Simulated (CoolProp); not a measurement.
A single-stage vapour-compression cycle with R507A: evaporating at 271.15 K (dew point), condensing at 331.15 K (bubble point), superheat 5 K, subcooling 2 K, compressor efficiency 0.85, no pressure losses. Each further row changes one setting.

Model: reference Helmholtz-energy equation of state, Lemmon 2003, in CoolProp. It is a pseudo-pure fit of the blend.

| case | cooling COP | pressure ratio | discharge temperature (K) | refrigerating effect (kJ/kg) | volumetric capacity (kJ/m³) |
|---|---|---|---|---|---|
| as stated | 2.14 | 4.82 | 346.4 | 77.6 | 2270 |
| evaporating temperature 276.15 K | 2.47 | ? | ? | 80.2 | 2750 |
| condensing temperature 326.15 K | 2.57 | 4.32 | ? | 87.0 | 2550 |
| subcooling 7 K | ? | 4.82 | 346.4 | 87.8 | 2570 |
| superheat 15 K | 2.24 | 4.82 | ? | 87.3 | 2410 |
| compressor efficiency 0.75 | 1.89 | 4.82 | 349.7 | 77.6 | 2270 |

### Question
What belongs in the gaps?

### Answer

- evaporating temperature 276.15 K, pressure ratio: 4.12
- evaporating temperature 276.15 K, discharge temperature (K): 345.5
- condensing temperature 326.15 K, discharge temperature (K): 340.5
- subcooling 7 K, cooling COP: 2.42
- superheat 15 K, discharge temperature (K): 355.0
